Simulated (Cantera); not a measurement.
A perfectly stirred reactor is fed with CH4 : H2 : O2 : N2 = 1 : 0.032 : 2.4 : 6.89 (molar parts), at 0.987 atm; it is adiabatic with a 625 K inlet, and is followed from long to short residence time, starting on the burning branch (τ in s: 0.29, 0.14, 0.063, 0.03, 0.014, 0.0065, 0.003, 0.0014, 0.00067, 0.00031, 0.00015, 6.9e-05).

Model: GRI-Mech 3.0 (53 species, 325 reactions), integrated in Cantera.

Q: Predict: blow-out, bracketed by the residence times tried; x(CH4) at τ = 0.290 s; x(H2) at τ = 0.290 s; x(O2) at τ = 0.290 s; x(HCO) at τ = 0.290 s; x(CH4) at τ = 3.00 ms; x(H2) at τ = 3.00 ms; x(O2) at τ = 3.00 ms; x(HCO) at τ = 3.00 ms.

A: 
| Item | Result |
|---|---|
| blow-out, bracketed by the residence times tried | burning at 69.0 µs, the shortest tried |
| x(CH4) at τ = 0.290 s | 3.42e-7 |
| x(H2) at τ = 0.290 s | 0.00415 |
| x(O2) at τ = 0.290 s | 0.0376 |
| x(HCO) at τ = 0.290 s | 8.78e-9 |
| x(CH4) at τ = 3.00 ms | 2.45e-5 |
| x(H2) at τ = 3.00 ms | 0.00594 |
| x(O2) at τ = 3.00 ms | 0.0429 |
| x(HCO) at τ = 3.00 ms | 6.40e-7 |
